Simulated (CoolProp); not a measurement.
p-xylene at 401.94 K and 0.0293 MPa is compressed adiabatically to 0.12 MPa with isentropic efficiency 0.75. Each further row changes one setting.

Values from CoolProp's reference Helmholtz-energy equation of state, Zhou 2012.

| case | work (kJ/kg) | final temperature (K) | final density (kg/m³) |
|---|---|---|---|
| as stated | 59.7 | [?] | 3.63 |
| efficiency 1 | 44.8 | 431.9 | 3.72 |
| efficiency 0.65 | [?] | [?] | [?] |

Problem. Complete the blanks.

Solution. 
- as stated, final temperature (K): 440.4
- efficiency 0.65, work (kJ/kg): 68.9
- efficiency 0.65, final temperature (K): 445.6
- efficiency 0.65, final density (kg/m³): 3.58
